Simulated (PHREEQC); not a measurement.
Dissolve 0.084 mol/kgw NaHCO3, 4.4e-05 mol/kgw NaOH and 0.028 mol/kgw NaCl at 20 °C. Closed to the air; pH follows from the charge balance.

Computed with PHREEQC (ion-association model, wateq4f.dat).

This is a speciation only: nothing precipitates in the calculation.

Predict the pH.

pH 8.07.

In which forms is Na present?

Na+ 97 %, NaHCO3 2.6 % of the Na.
